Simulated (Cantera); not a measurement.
A closed system holds: 1 mol Si, 1.8 mol SF6, a varied amount of N2, held at 1248.15 K and 28.0 mbar.

Method: chemical equilibrium by Gibbs-energy minimisation in Cantera with the NASA 1993 tables (ideal gas, pure condensed phases). Candidate condensed phases: S, Si, Si3N4; 29 gas species. The tables' values for SF3, S2F2 (SSF2), SF5 are old estimates; treat these amounts as uncertain. The numbers say what is thermodynamically allowed, not how fast it happens.

x: gas mole fraction; nothing condenses.

```csv
n(N2) (mol),x N2,x SF4,x SiF4,x SF2,x SF3,x SF6
3.7,0.569,0.236,0.154,0.0232,0.0151,___
4.6,0.622,0.208,0.135,0.0205,0.0133,___
5.8,0.674,0.179,0.116,0.0178,0.0115,___
7.3,0.723,0.152,0.0990,0.0152,0.00982,___
9.2,0.767,0.128,0.0833,0.0129,0.00829,___
12,0.811,0.104,0.0676,0.0105,0.00674,___
14,0.833,0.0913,0.0595,0.00928,0.00594,___
18,0.865,0.0737,0.0481,0.00754,0.00481,___
23,0.891,0.0594,0.0388,0.00611,0.00389,___
29,0.912,0.0482,0.0314,0.00498,0.00316,___
36,0.928,0.0394,0.0258,0.00410,0.00260,___
45,0.941,0.0320,0.0209,0.00335,0.00211,___
56,0.952,0.0260,0.0170,0.00274,0.00172,___
```

**Question.** What belongs in the gaps?

**Answer.** 
- 3.7, x SF6: 0.00131
- 4.6, x SF6: 0.00114
- 5.8, x SF6: 0.000974
- 7.3, x SF6: 0.000825
- 9.2, x SF6: 0.000690
- 12, x SF6: 0.000556
- 14, x SF6: 0.000488
- 18, x SF6: 0.000391
- 23, x SF6: 0.000314
- 29, x SF6: 0.000253
- 36, x SF6: 0.000206
- 45, x SF6: 0.000166
- 56, x SF6: 0.000134
